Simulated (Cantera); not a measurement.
A perfectly stirred reactor is fed with CH4 : C2H6 : C3H8 : O2 : N2 = 1 : 0.17 : 0.15 : 4.71 : 17.7 (molar parts), at 500000 Pa; it is adiabatic with a 473 K inlet, and is followed from long to short residence time, starting on the burning branch (τ in s: 0.21, 0.098, 0.045, 0.02, 0.0093, 0.0042, 0.0019, 0.00089, 0.0004, 0.00018, 8.4e-05).

Cantera simulation using GRI-Mech 3.0 (53 species, 325 reactions); the numbers are that mechanism's predictions, not measurements. GRI-Mech 3.0 was tuned for natural gas; its chemistry of propane as a main component is partial and can be far from experiment.

x: mole fraction; the columns are a selection and need not sum to one.

```json
[
 {"τ (s)": "0.21", "T (K)": "2005", "x CH4": "7.35e-7", "x C2H6": "1.92e-8", "x C3H8": "1.61e-8", "x CO": "0.000231", "x HO2": "1.91e-6"},
 {"τ (s)": "0.098", "T (K)": "2005", "x CH4": "1.50e-6", "x C2H6": "4.00e-8", "x C3H8": "3.39e-8", "x CO": "0.000269", "x HO2": "1.99e-6"},
 {"τ (s)": "0.045", "T (K)": "2004", "x CH4": "3.01e-6", "x C2H6": "8.35e-8", "x C3H8": "7.11e-8", "x CO": "0.000347", "x HO2": "(withheld)"},
 {"τ (s)": "0.020", "T (K)": "2002", "x CH4": "5.88e-6", "x C2H6": "1.74e-7", "x C3H8": "1.50e-7", "x CO": "0.000503", "x HO2": "(withheld)"},
 {"τ (s)": "0.0093", "T (K)": "1999", "x CH4": "1.05e-5", "x C2H6": "3.35e-7", "x C3H8": "2.92e-7", "x CO": "0.000772", "x HO2": "(withheld)"},
 {"τ (s)": "0.0042", "T (K)": "1992", "x CH4": "1.83e-5", "x C2H6": "6.37e-7", "x C3H8": "5.64e-7", "x CO": "0.00125", "x HO2": "(withheld)"},
 {"τ (s)": "0.0019", "T (K)": "1982", "x CH4": "3.13e-5", "x C2H6": "1.18e-6", "x C3H8": "1.05e-6", "x CO": "0.00206", "x HO2": "(withheld)"},
 {"τ (s)": "0.00089", "T (K)": "1966", "x CH4": "5.26e-5", "x C2H6": "2.09e-6", "x C3H8": "1.86e-6", "x CO": "0.00332", "x HO2": "(withheld)"},
 {"τ (s)": "0.00040", "T (K)": "1942", "x CH4": "9.30e-5", "x C2H6": "3.86e-6", "x C3H8": "3.38e-6", "x CO": "0.00545", "x HO2": "(withheld)"},
 {"τ (s)": "0.00018", "T (K)": "1903", "x CH4": "0.000174", "x C2H6": "7.39e-6", "x C3H8": "6.30e-6", "x CO": "0.00891", "x HO2": "(withheld)"},
 {"τ (s)": "8.4e-5", "T (K)": "1845", "x CH4": "0.000358", "x C2H6": "1.52e-5", "x C3H8": "1.26e-5", "x CO": "0.0145", "x HO2": "(withheld)"}
]
```

What belongs in the gaps?


- 0.045, x HO2: 2.16e-6
- 0.020, x HO2: 2.53e-6
- 0.0093, x HO2: 3.21e-6
- 0.0042, x HO2: 4.52e-6
- 0.0019, x HO2: 6.86e-6
- 0.00089, x HO2: 1.07e-5
- 0.00040, x HO2: 1.74e-5
- 0.00018, x HO2: 2.90e-5
- 8.4e-5, x HO2: 4.95e-5
